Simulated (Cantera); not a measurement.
What does this Cantera script print?

```python
import numpy as np
import cantera as ct

gas = ct.Solution("gri30.yaml")
gas.TPX = 1325, 32, {'C2H6': 1, 'N2': 1.5}
reactor = ct.IdealGasConstPressureReactor(gas, energy="off", clone=False)
net = ct.ReactorNet([reactor])
net.rtol, net.atol = 1e-08, 1e-18
show = ['C2H6', 'C2H2', 'CH2', 'C2H', 'H']
times = np.geomspace(0.0001, 20, 13)

steps = ct.SolutionArray(gas, extra=["t"])
rows = []
print(f"{'t/s':>10s}{'T/K':>9s}{'P/Pa':>11s}" + "".join(f"{s:>11s}" for s in show))
for t in times:
    while net.time < t:
        t_next = net.step()
        steps.append(gas.state, t=t_next)
    rows.append([np.interp(t, steps.t, y) for y in (steps.T, steps.P, *steps(*show).X.T)])
    print(f"{t:10.3e}{rows[-1][0]:9.1f}{rows[-1][1]:11.4g}" + "".join(f"{x:11.3e}" for x in rows[-1][2:]))
rate = np.gradient(steps.T, steps.t)
print("integrator steps:", len(steps.t))
if steps.T.max() > steps.T[0] + 200:
    print(f"time of steepest temperature rise: {steps.t[rate.argmax()]:.4e} s")
gas.TPX = 1325, 32, {'C2H6': 1, 'N2': 1.5}
gas.equilibrate("TP")
print(f"equilibrium (TP): T = {gas.T:.1f} K  " + "  ".join(f"{s} {gas[s].X[0]:.3e}" for s in show))
```

Result:

```
       t/s      T/K       P/Pa       C2H6       C2H2        CH2        C2H          H
 1.000e-04   1325.0         32  4.000e-01  2.029e-17  2.133e-13  1.316e-29  1.382e-09
 2.765e-04   1325.0         32  4.000e-01  1.110e-15  4.698e-12  7.270e-27  5.703e-09
 7.647e-04   1325.0         32  3.999e-01  6.451e-14  9.781e-11  9.040e-24  4.821e-08
 2.115e-03   1325.0         32  3.997e-01  4.598e-12  1.869e-09  1.568e-20  4.362e-07
 5.848e-03   1325.0         32  3.992e-01  6.454e-10  2.826e-08  4.389e-17  3.451e-06
 1.617e-02   1325.0         32  3.963e-01  1.745e-07  2.321e-07  1.986e-13  2.158e-05
 4.472e-02   1325.0         32  3.776e-01  2.956e-05  9.968e-07  9.937e-11  6.602e-05
 1.237e-01   1325.0         32  2.903e-01  1.380e-03  2.646e-06  2.055e-09  1.320e-04
 3.420e-01   1325.0         32  9.986e-02  1.740e-02  3.025e-06  1.748e-08  2.299e-04
 9.457e-01   1325.0         32  7.582e-03  6.020e-02  7.497e-07  3.016e-08  1.671e-04
 2.615e+00   1325.0         32  5.442e-04  9.128e-02  8.423e-08  1.233e-08  5.276e-05
 7.232e+00   1325.0         32  4.717e-05  1.124e-01  1.147e-08  5.127e-09  1.942e-05
 2.000e+01   1325.0         32  5.703e-06  1.299e-01  1.877e-09  2.328e-09  8.133e-06
integrator steps: 1287
equilibrium (TP): T = 1325.0 K  C2H6 2.842e-10  C2H2 1.755e-01  CH2 6.865e-11  C2H 1.332e-08  H 6.133e-05
```

Detailed kinetics in Cantera: GRI-Mech 3.0 (53 species, 325 reactions). GRI-Mech 3.0 stops at C3 and has no aromatics, soot or wall deposition, so with more carbon than oxygen in the feed, carbon stays in small species such as C2H2 where larger ones or solid carbon would form. Radical loss at walls, strong at low pressure, is not modelled.
